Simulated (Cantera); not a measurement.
A closed system holds: 1 mol SiO2, 0.077 mol H2, held at 5.60 bar.

Cantera equilibrium calculation (NASA polynomials, part measured and part estimated; ideal gas, pure solids and liquids). Candidate condensed phases: H2O, Si, SiO2; 18 gas species. The tables hold silica as quartz up to 1696 K and as liquid above; real silica turns to tridymite and cristobalite and melts near 1996 K. Gases not in the tables: Si(OH)4. Equilibrium is a limit: real reactors are often held back by kinetics, nucleation or transport.

Which condensed phases are stable at each of these points (T (°C)): 1600, 1650, 1700, 1750, 1800, 1850, 1900, 1950, 2000?


```csv
T (°C),condensed phases,Si condensed (%)
1600,SiO2(condensed),100.0
1650,SiO2(condensed),100.0
1700,SiO2(condensed),100.0
1750,SiO2(l),100.0
1800,SiO2(l),100.0
1850,SiO2(l),99.9
1900,SiO2(l),99.9
1950,SiO2(l),99.9
2000,SiO2(l),99.8
```

From 1600 °C to 1700 °C the condensed part is SiO2(condensed). From 1750 °C to 2000 °C the condensed part is SiO2(l).
